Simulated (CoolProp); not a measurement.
Computed with CoolProp (reference Helmholtz-energy equation of state, Thol 2017).

**Question.** Give the vapour pressure (MPa), vapour density (kg/m³), enthalpy of vaporisation (kJ/kg), liquid cp (kJ/(kg K)) of saturated octamethyltrisiloxane (MDM) at 451.1 K.

**Answer.** 
```csv
T (K),p (MPa),vapour density (kg/m³),enthalpy of vaporisation (kJ/kg),liquid cp (kJ/(kg K))
451.1,0.188,13.4,140,2.19
```
